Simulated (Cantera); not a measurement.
An isothermal, constant-pressure homogeneous reactor starts with H2 : O2 = 0.038 : 1 (molar parts), equivalence ratio 0.019, at 1423 K and 270 Pa.

Model: the H2/O2 subset of GRI-Mech 3.0, which has no nitrogen chemistry, integrated in Cantera. Radical loss at walls, strong at low pressure, is not modelled. The temperature is held fixed by assumption; the heat of reaction is taken as removed at once.

x: mole fraction; the columns are a selection and need not sum to one.

```json
[
 {"t (s)": "5.00e-5", "x H2": "0.0366", "x O2": "0.963", "x OH": "2.54e-9", "x O": "2.57e-9", "x HO2": "?", "x H": "8.99e-9"},
 {"t (s)": "0.000123", "x H2": "0.0366", "x O2": "0.963", "x OH": "1.21e-8", "x O": "1.25e-8", "x HO2": "?", "x H": "1.73e-8"},
 {"t (s)": "0.000303", "x H2": "0.0366", "x O2": "0.963", "x OH": "5.07e-8", "x O": "5.46e-8", "x HO2": "?", "x H": "3.30e-8"},
 {"t (s)": "0.000745", "x H2": "0.0366", "x O2": "0.963", "x OH": "2.36e-7", "x O": "2.69e-7", "x HO2": "?", "x H": "9.74e-8"},
 {"t (s)": "0.00183", "x H2": "0.0366", "x O2": "0.963", "x OH": "2.73e-6", "x O": "3.22e-6", "x HO2": "?", "x H": "9.66e-7"},
 {"t (s)": "0.00451", "x H2": "0.0353", "x O2": "0.962", "x OH": "0.000594", "x O": "0.000715", "x HO2": "?", "x H": "0.000210"},
 {"t (s)": "0.0111", "x H2": "0.000581", "x O2": "0.931", "x OH": "0.00500", "x O": "0.0284", "x HO2": "2.79e-7", "x H": "0.00336"},
 {"t (s)": "0.0273", "x H2": "0.000472", "x O2": "0.931", "x OH": "0.00472", "x O": "0.0287", "x HO2": "2.70e-7", "x H": "0.00319"},
 {"t (s)": "0.0671", "x H2": "0.000466", "x O2": "0.931", "x OH": "0.00469", "x O": "0.0283", "x HO2": "2.69e-7", "x H": "0.00313"},
 {"t (s)": "0.165", "x H2": "0.000453", "x O2": "0.932", "x OH": "0.00463", "x O": "0.0274", "x HO2": "2.66e-7", "x H": "0.00298"},
 {"t (s)": "0.406", "x H2": "0.000421", "x O2": "0.934", "x OH": "0.00447", "x O": "0.0253", "x HO2": "2.58e-7", "x H": "0.00265"},
 {"t (s)": "1.00", "x H2": "0.000354", "x O2": "0.939", "x OH": "0.00411", "x O": "0.0210", "x HO2": "2.41e-7", "x H": "0.00201"}
]
```

### Question
Some entries are withheld; supply them.

### Answer

- 5.00e-5, x HO2: 1.14e-8
- 0.000123, x HO2: 2.81e-8
- 0.000303, x HO2: 6.91e-8
- 0.000745, x HO2: 1.70e-7
- 0.00183, x HO2: 4.16e-7
- 0.00451, x HO2: 7.06e-7
